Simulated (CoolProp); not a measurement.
Aqueous propylene glycol as a coolant, at 29 °C, 1 atm.

Values from CoolProp's Melinder's fits for secondary coolants.

| mass % | freezing point (°C) | conductivity (W/(m K)) | cp (kJ/(kg K)) | density (kg/m³) | Prandtl number |
|---|---|---|---|---|---|
| 2.2 | -0.5 | 0.601 | 4.158 | 997.9 | 6.10 |
| 7.1 | -1.9 | 0.572 | 4.112 | 1001 | 7.44 |
| 12.1 | -3.7 | 0.544 | 4.069 | 1005 | 9.04 |
| 17 | -5.8 | 0.517 | 4.025 | 1009 | 11.0 |
| 22 | -8.2 | 0.491 | 3.975 | 1013 | 13.4 |
| 26.9 | -10.9 | 0.467 | 3.920 | 1017 | 16.4 |
| 31.9 | -14.1 | 0.443 | 3.856 | 1021 | 20.2 |
| 36.8 | -17.8 | 0.420 | 3.785 | 1025 | 24.8 |
| 41.7 | -22.2 | 0.399 | 3.708 | 1028 | 30.4 |
| 46.7 | -27.8 | 0.377 | 3.623 | 1031 | 37.3 |
| 51.6 | -34.6 | 0.358 | 3.536 | 1034 | 45.4 |
